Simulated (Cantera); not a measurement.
A closed system holds: 1 mol SiH₄, 0.28 mol C₂H₄, 39 mol H₂, held at 3.50 mbar.

Cantera equilibrium calculation (NASA polynomials, part measured and part estimated; ideal gas, pure solids and liquids). Candidate condensed phases: C, C₆H₆, C₇H₈, C₈H₁₈, Si, SiC; 87 gas species. Gases not in the tables: Si₂H₆ and higher silanes. Equilibrium is a limit: real reactors are often held back by kinetics, nucleation or transport. All values below are at 2000 K.

Base state: H₂ 0.963, H 0.0270, Si 0.00945, SiH 0.000372, Si₂C 0.000259, SiH₂ 7.77e-5, Si₂ 7.45e-5, Si₃ 1.21e-5 (mole fractions); condensed: SiC(s).

**Question.** What changes in the equilibrium state with this change: pressure from 3.50 mbar to 0.133 bar?

**Answer.** 
| species | before | after |
|---|---|---|
| H₂ | 0.963 | 0.995 |
| H | 0.0270 | 0.00444 |
| Si | 0.00945 | 0.000327 |
| Si₂C | 0.000259 | 8.95e-6 |
| Si₂ | 7.45e-5 | 3.39e-6 |
| Si₃ | 1.21e-5 | 7.26e-7 |
| SiH | 0.000372 | 8.07e-5 |
| SiC(s), mol | 0.548 | 0.559 |
| Si(l), mol | 0 | 0.418 |
Mutual solubility and eutectic melting of coexisting phases are not modelled.
